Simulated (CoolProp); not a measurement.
Saturation properties of trans-2-butene (Tc = 155.5 °C, pc = 4.019 MPa, ω = 0.210).

The numbers come from the reference Helmholtz-energy equation of state, Lemmon 2005 in CoolProp. It is a short technical equation, of lower accuracy than the large ones.

```csv
T (°C),p (MPa),vapour density (kg/m³),surface tension (mN/m)
21.15,0.2069,5.093,13.6
25.55,0.2382,5.818,13.0
29.85,0.2721,6.601,12.5
34.25,0.3105,7.486,12.0
38.55,0.3518,8.438,11.5
42.95,0.3983,9.508,10.9
47.25,0.4480,10.66,10.4
51.65,0.5035,11.94,9.93
55.95,0.5627,13.32,9.44
60.35,0.6284,14.85,8.94
64.75,0.6997,16.53,8.44
```

It boils at 0.9 °C under 1 atm.

Surface tension comes from a separate correlation (Mulero 2014).
